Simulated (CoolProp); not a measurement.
Carbonyl sulfide along the isotherm 129.55 °C: density (kg/m³) from the reference equation and from simpler models built on Tc = 105.6 °C, pc = 6369 kPa, ω = 0.098; each cubic takes its own stable root.

Computed with CoolProp (reference Helmholtz-energy equation of state, Lemmon 2006). It is a short technical equation, of lower accuracy than the large ones.

| p (kPa) | phase | reference |
|---|---|---|
| 1140 | gas | 21.56 |
| 2270 | gas | 45.57 |
| 3410 | gas | 73.44 |
| 4550 | gas | 106.7 |
| 5690 | gas | 148.4 |
| 6820 | supercritical | 205.3 |
| 7960 | supercritical | 297.4 |
| 9100 | supercritical | 446.9 |
| 10200 | supercritical | 554.5 |
| 11400 | supercritical | 615.6 |
| 12500 | supercritical | 651.4 |
| 13600 | supercritical | 678.1 |
| 14800 | supercritical | 701.3 |
| 15900 | supercritical | 719.1 |

Problem. How far does each simpler model (van der Waals, Redlich-Kwong, Soave-Redlich-Kwong, Peng-Robinson) lie from the reference over these 14 states: mean and median of the absolute difference, and the worst?

Solution. 
- van der Waals: mean 10.5 %, median 7.1 %, worst -23.0 % at 129.55 °C and 15900 kPa
- Redlich-Kwong: mean 5.2 %, median 3.8 %, worst -11.6 % at 129.55 °C and 11400 kPa
- Soave-Redlich-Kwong: mean 6.6 %, median 7.6 %, worst -13.9 % at 129.55 °C and 10200 kPa
- Peng-Robinson: mean 3.2 %, median 2.9 %, worst -6.8 % at 129.55 °C and 10200 kPa
